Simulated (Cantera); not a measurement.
A Cantera script and what it prints.

```python
import numpy as np
import cantera as ct

gas_names = """
    B BCL BCL2 BCL3 BN B2 CL CL2 N N2
""".split()
cond_names = """
    B(b) B(L) BN(s)
""".split()


def load(file, names, dense=False):
    # The tables refer to 1 bar. Condensed volumes are neglected.
    table = {s.name: s for s in ct.Species.list_from_file(file)}
    out = []
    for n in names:
        d = dict(table[n].input_data)
        d["thermo"] = dict(d["thermo"], **{"reference-pressure": 1e5})
        if dense:
            d["equation-of-state"] = {"model": "constant-volume", "density": "1e6 g/cm^3"}
        out.append(ct.Species.from_dict(d))
    return out


gas = ct.Solution(thermo="ideal-gas", species=load("nasa_gas.yaml", gas_names))
cond = {s.name: ct.Solution(thermo="fixed-stoichiometry", species=[s], name=s.name)
        for s in load("nasa_condensed.yaml", cond_names, dense=True)}
atoms = {
    'BCl3': {'B': 1, 'CL': 3},
    'N2': {'N': 2},
}
top_T = {'BN(s)': 3200}  # K; cautious upper limits of use, not melting points


def equilibrate(T, P, feed):
    n = {}
    for name, mol in feed.items():
        for a, k in atoms[name].items():
            n[a] = n.get(a, 0.0) + k * mol
    gas.TPX = T, P, n
    mass = sum(n.values()) * gas.mean_molecular_weight
    gas.equilibrate("TP")
    valid = [c for c in cond.values() if c.min_temp <= T <= top_T.get(c.name, c.max_temp)]
    mix = ct.Mixture([(gas, mass / gas.mean_molecular_weight)] + [(c, 0.0) for c in valid])
    mix.T, mix.P = T, P
    mix.equilibrate("TP", solver="vcs", rtol=1e-11, max_steps=5000)
    return mix


results = []
feed = {'BCl3': 1, 'N2': 14}  # mol
P = 14000  # Pa
for T in [1200, 1300, 1400, 1500, 1600, 1700, 1800, 1900, 2000, 2100]:
    mix = equilibrate(T, P, feed)
    results.append((T, P, feed, dict(zip(mix.species_names, mix.species_moles))))
    x = sorted(zip(gas.X, gas.species_names), reverse=True)
    print(f"T = {T:g} K  P = {P:g} Pa  gas = {mix.phase_moles(0):.4g} mol")
    print("   x: " + "  ".join(f"{s} {v:.3e}" for v, s in x if v > 1e-05))
    print("   condensed (mol): " + ("  ".join(f"{mix.phase(i).name} {mix.phase_moles(i):.4g}"
          for i in range(1, mix.n_phases) if mix.phase_moles(i) > 1e-12) or "none"))
```

Result:

```
T = 1200 K  P = 14000 Pa  gas = 15 mol
   x: N2 9.333e-01  BCL3 6.666e-02
   condensed (mol): BN(s) 3.668e-05
T = 1300 K  P = 14000 Pa  gas = 15 mol
   x: N2 9.333e-01  BCL3 6.666e-02  CL 2.699e-05
   condensed (mol): BN(s) 0.0001334
T = 1400 K  P = 14000 Pa  gas = 15 mol
   x: N2 9.333e-01  BCL3 6.663e-02  CL 8.679e-05
   condensed (mol): BN(s) 0.0003983
T = 1500 K  P = 14000 Pa  gas = 15 mol
   x: N2 9.332e-01  BCL3 6.655e-02  CL 2.394e-04  BCL2 4.468e-05
   condensed (mol): BN(s) 0.0009892
T = 1600 K  P = 14000 Pa  gas = 15.01 mol
   x: N2 9.329e-01  BCL3 6.633e-02  CL 5.826e-04  BCL2 1.704e-04
   condensed (mol): BN(s) 0.00203
T = 1700 K  P = 14000 Pa  gas = 15.01 mol
   x: N2 9.323e-01  BCL3 6.579e-02  CL 1.277e-03  BCL2 5.514e-04  BCL 4.847e-05
   condensed (mol): BN(s) 0.003211
T = 1800 K  P = 14000 Pa  gas = 15.03 mol
   x: N2 9.311e-01  BCL3 6.453e-02  CL 2.561e-03  BCL2 1.549e-03  BCL 2.649e-04
   condensed (mol): BN(s) 0.002507
T = 1900 K  P = 14000 Pa  gas = 15.08 mol
   x: N2 9.284e-01  BCL3 6.193e-02  CL 5.306e-03  BCL2 3.426e-03  BCL 9.558e-04  CL2 1.618e-05
   condensed (mol): none
T = 2000 K  P = 14000 Pa  gas = 15.17 mol
   x: N2 9.230e-01  BCL3 5.726e-02  CL 1.108e-02  BCL2 6.189e-03  BCL 2.476e-03  CL2 3.156e-05
   condensed (mol): none
T = 2100 K  P = 14000 Pa  gas = 15.33 mol
   x: N2 9.135e-01  BCL3 4.961e-02  CL 2.118e-02  BCL2 9.999e-03  BCL 5.644e-03  CL2 5.564e-05
   condensed (mol): none
```

Cantera equilibrium calculation (NASA polynomials, part measured and part estimated; ideal gas, pure solids and liquids). N2 is the only nitrogen source here; it is nearly inert below about 1500 K, so the nitride shown seldom forms there in practice. The tables' values for BCl2, BCl are old estimates; treat these amounts as uncertain.
